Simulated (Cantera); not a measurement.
An isothermal, constant-pressure homogeneous reactor starts with CH4 : H2O : H2 = 1 : 3.6 : 1.1 (molar parts), at 1575 K and 100.0 Torr. Integrator tolerance rtol = 1e-08.

Detailed kinetics in Cantera: GRI-Mech 3.0 (53 species, 325 reactions).

Task: What does this change do: CH4 1 to 0.29 parts?

Result: 
```
quantity                                            before                                     after
-----------------  ---------------------------------------  ----------------------------------------
x(CH4) at 10.0 s    0.0143 (gas-phase equilibrium 1.89e-9)  0.00632 (gas-phase equilibrium 9.82e-11)
x(H2O) at 10.0 s       0.379 (gas-phase equilibrium 0.316)       0.598 (gas-phase equilibrium 0.576)
x(H2) at 10.0 s        0.497 (gas-phase equilibrium 0.554)       0.350 (gas-phase equilibrium 0.372)
x(C2H2) at 10.0 s    0.0137 (gas-phase equilibrium <1e-12)    0.00190 (gas-phase equilibrium <1e-12)
x(CH2O) at 10.0 s  1.85e-7 (gas-phase equilibrium 3.46e-9)  1.99e-7 (gas-phase equilibrium 7.26e-10)
```

Task: What does this change do: temperature 1575 to 2100 K?

Result: 
```
quantity                                            before                                      after
-----------------  ---------------------------------------  -----------------------------------------
x(CH4) at 10.0 s    0.0143 (gas-phase equilibrium 1.89e-9)  2.25e-11 (gas-phase equilibrium 2.64e-11)
x(H2O) at 10.0 s       0.379 (gas-phase equilibrium 0.316)        0.322 (gas-phase equilibrium 0.322)
x(H2) at 10.0 s        0.497 (gas-phase equilibrium 0.554)        0.542 (gas-phase equilibrium 0.542)
x(C2H2) at 10.0 s    0.0137 (gas-phase equilibrium <1e-12)      <1e-12 (gas-phase equilibrium <1e-12)
x(CH2O) at 10.0 s  1.85e-7 (gas-phase equilibrium 3.46e-9)    3.37e-9 (gas-phase equilibrium 3.37e-9)
```
